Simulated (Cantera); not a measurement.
Feed: 1 mol SiCl4, 6.4 mol NH3, equilibrated at 1850 °C and 1.00 bar.

Equilibrium computed with Cantera from the NASA thermochemical tables; the gas is ideal and each condensed phase is pure. Candidate condensed phases: NH4Cl, Si, Si3N4; 28 gas species. The tables' values for SiCl3, SiCl, SiN are old estimates; treat these amounts as uncertain. Gases not in the tables: Si2H6 and higher silanes. Kinetics and transport are ignored.

Base state: H2 0.579, N2 0.216, HCl 0.134, SiCl2 0.0646, H 0.00273, SiCl3 0.00174, SiCl 0.000509, Cl 0.000464 (mole fractions); condensed: gas only.

Q: What changes in the equilibrium state with this change: temperature from 1850 °C to 777 °C?

A: 
| species | before | after |
|---|---|---|
| H2 | 0.579 | 0.558 |
| HCl | 0.134 | 0.247 |
| N2 | 0.216 | 0.186 |
| SiCl2 | 0.0646 | 1.68e-7 |
| SiCl4 | 4.51e-5 | 0.00911 |
| SiCl | 0.000509 | <1e-9 |
| H | 0.00273 | 6.06e-9 |
| Cl | 0.000464 | 2.45e-9 |
| Si3N4(s), mol | 0 | 0.290 |

Q: What changes in the equilibrium state with this change: temperature from 1850 °C to 825 °C?

A: 
```tsv
species	before	after
H2	0.579	0.556
HCl	0.134	0.250
N2	0.216	0.185
SiCl2	0.0646	6.51e-7
SiCl4	4.51e-5	0.00822
SiCl	0.000509	<1e-9
Si	0.000170	<1e-9
Si3N4(s), mol	0	0.293
```
The tables' values for SiCl3 are old estimates; treat these amounts as uncertain.
